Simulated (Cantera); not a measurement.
Ignition delay

Mixture: CH₄ : C₂H₆ : C₃H₈ : O₂ : N₂ = 1 : 0.045 : 0.06 : 4.73 : 17.8 (molar parts), equivalence ratio 0.52, at 20.0 bar, adiabatic and at constant pressure. Ignition delay is the time to a rise of 400 K.

Computed with Cantera and GRI-Mech 3.0 (53 species, 325 reactions). The pressure lies above the range GRI-Mech 3.0 was tuned for (to about 10 atm).

```tsv
T0 (K)	delay (ms)
1100	3.51
1150	1.71
1200	0.873
1250	0.463
1300	0.254
1350	0.143
1400	0.0833
1450	0.0500
1500	0.0310
1550	0.0199
```

```json
{
  "apparent activation energy between 1450 and 1550 K": "170 kJ/mol"
}
```
